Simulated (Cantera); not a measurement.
Feed: 1 mol PbO, 0.33 mol CH₄, 0.76 mol N₂, at 1373.15 K and 11.0 mbar.

Equilibrium computed with Cantera from the NASA thermochemical tables; the gas is ideal and each condensed phase is pure. Candidate condensed phases: C, C₆H₆, C₇H₈, C₈H₁₈, H₂O, Pb, PbO, PbO₂, Pb₃O₄; 139 gas species. The numbers say what is thermodynamically allowed, not how fast it happens.

Base state: Pb 0.363, N₂ 0.276, H₂O 0.175, CO₂ 0.0682, H₂ 0.0647, CO 0.0518, PbO 0.000151, Pb₂ 3.90e-5 (mole fractions); condensed: gas only.

Task: What changes in the equilibrium state with this change: temperature from 1373.15 K to 2573 K?

Result: 
```tsv
species	before	after
Pb	0.363	0.317
N₂	0.276	0.247
H₂O	0.175	0.0983
H	8.09e-6	0.0820
CO₂	0.0682	0.0213
O	<1e-9	0.0246
O₂	<1e-9	0.0157
OH	3.92e-7	0.0289
PbO	0.000151	0.0114
CO	0.0518	0.0870
H₂	0.0647	0.0628
NO	6.16e-9	0.00399
Pb₂	3.90e-5	2.17e-6
```
Gases not in the tables: (PbO)n polymers.

Task: What changes in the equilibrium state with this change: temperature from 1373.15 K to 2548.15 K?

Result: 
| species | before | after |
|---|---|---|
| Pb | 0.363 | 0.320 |
| N₂ | 0.276 | 0.250 |
| H₂O | 0.175 | 0.106 |
| H | 8.09e-6 | 0.0737 |
| CO₂ | 0.0682 | 0.0231 |
| O | <1e-9 | 0.0211 |
| O₂ | <1e-9 | 0.0146 |
| OH | 3.92e-7 | 0.0274 |
| PbO | 0.000151 | 0.0118 |
| CO | 0.0518 | 0.0863 |
| H₂ | 0.0647 | 0.0624 |
| NO | 6.16e-9 | 0.00371 |
| Pb₂ | 3.90e-5 | 2.28e-6 |
Gases not in the tables: (PbO)n polymers.

Task: What changes in the equilibrium state with this change: pressure from 11.0 mbar to 4.60 bar?

Result: 
```json
[
 {"species": "N₂", "before": "0.276", "after": "0.434"},
 {"species": "H₂O", "before": "0.175", "after": "0.275"},
 {"species": "CO₂", "before": "0.0682", "after": "0.107"},
 {"species": "Pb", "before": "0.363", "after": "0.00140"},
 {"species": "CO", "before": "0.0518", "after": "0.0812"},
 {"species": "H₂", "before": "0.0647", "after": "0.101"},
 {"species": "PbO", "before": "0.000151", "after": "5.81e-7"},
 {"species": "Pb₂", "before": "3.90e-5", "after": "2.41e-7"},
 {"species": "Pb(l), mol", "before": "0", "after": "0.998"}
]
```
